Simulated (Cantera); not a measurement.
An isothermal, constant-pressure homogeneous reactor starts with CH4 : H2 = 1 : 1.5 (molar parts), at 1498 K and 10.00 Torr. Integrator tolerance rtol = 1e-08.

Cantera simulation using GRI-Mech 3.0 (53 species, 325 reactions); the numbers are that mechanism's predictions, not measurements. GRI-Mech 3.0 stops at C3 and has no aromatics, soot or wall deposition, so with more carbon than oxygen in the feed, carbon stays in small species such as C2H2 where larger ones or solid carbon would form. Radical loss at walls, strong at low pressure, is not modelled.

Task: What does this change do: temperature 1498 to 1648 K?

Result: 
| quantity | before | after |
|---|---|---|
| x(CH4) at 10.0 s | 0.162 (gas-phase equilibrium 0.00342) | 0.00459 (gas-phase equilibrium 0.000791) |
| x(H2) at 10.0 s | 0.752 (gas-phase equilibrium 0.855) | 0.853 (gas-phase equilibrium 0.856) |
| x(C2H4) at 10.0 s | 0.000849 (gas-phase equilibrium 0.000463) | 0.000120 (gas-phase equilibrium 0.000119) |
| x(C2H2) at 10.0 s | 0.0840 (gas-phase equilibrium 0.141) | 0.141 (gas-phase equilibrium 0.142) |
| x(CH2) at 10.0 s | 2.14e-8 (gas-phase equilibrium 1.50e-9) | 6.02e-8 (gas-phase equilibrium 1.11e-8) |
